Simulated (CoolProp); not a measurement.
The fluid at 365.95 K and 0.0141 MPa flows at 8.1 m/s in a round tube of 100 mm bore and 1.5 µm roughness, fully developed (64/Re and Nu = 3.66 if laminar; Colebrook and Gnielinski if turbulent). The same conditions are run with several fluids, on thermodynamics alone (safety and materials aside).

Model: reference Helmholtz-energy equation of state of each fluid (p-xylene: Zhou 2012; toluene: Lemmon 2006; R245fa: Akasaka 2015; R124: de Vries 1995; dry air: Lemmon 2000), in CoolProp. Blends and air are pseudo-pure fits.

Q: Rank p-xylene, toluene, R245fa, R124, dry air by Reynolds number, highest first.

A: p-xylene (51200), toluene (41100), R245fa (34700), R124 (32400), dry air (5040)

```json
[
 {"fluid": "p-xylene", "Darcy friction factor": "0.0208", "pressure drop (Pa/m)": "3.40", "heat-transfer coefficient (W/(m² K))": "17.3", "mass flow (kg/h)": "114"},
 {"fluid": "toluene", "Darcy friction factor": "0.0219", "pressure drop (Pa/m)": "3.08", "heat-transfer coefficient (W/(m² K))": "14.9", "mass flow (kg/h)": "98.4"},
 {"fluid": "R245fa", "Darcy friction factor": "0.0227", "pressure drop (Pa/m)": "4.65", "heat-transfer coefficient (W/(m² K))": "16.4", "mass flow (kg/h)": "143"},
 {"fluid": "R124", "Darcy friction factor": "0.0231", "pressure drop (Pa/m)": "4.80", "heat-transfer coefficient (W/(m² K))": "13.8", "mass flow (kg/h)": "145"},
 {"fluid": "dry air", "Darcy friction factor": "0.0373", "pressure drop (Pa/m)": "1.64", "heat-transfer coefficient (W/(m² K))": "5.03", "mass flow (kg/h)": "30.7"}
]
```

Transport values come from each fluid's own correlations; those of R245fa, R124 are estimates that may be off by 10 % or more.
